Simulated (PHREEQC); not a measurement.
Make-up at 25 °C: 0.061 mol/kgw NaH2PO4 and 0.0075 mol/kgw Na2HPO4. It is in equilibrium with CO2 at log p = -1 (atm). Otherwise closed; pH follows from the charge balance.

Model: ion-association model, phreeqc.dat, run in PHREEQC.

```csv
quantity,before,after
pH,5.87,4.47
ionic strength (mol/kgw),0.0814,0.0688
HPO4-2 (mol/kgw),0.00574,0.000240
HCO3- (mol/kgw),0.00140,5.52e-5
NaHPO4- (mol/kgw),0.000338,1.20e-5
NaHCO3 (mol/kgw),3.73e-5,1.22e-6
```

**Question.** Name the change that produced these shifts.
(A) NaH2PO4 from 0.061 to 0.0061 mol/kgw
(B) diluted 5-fold with water
(C) Na2HPO4 replaced by KH2PO4 at the same molality
(D) NaH2PO4 from 0.061 to 0.305 mol/kgw

**Answer.** C, Na2HPO4 replaced by KH2PO4 at the same molality

Precipitation was switched off in this run.
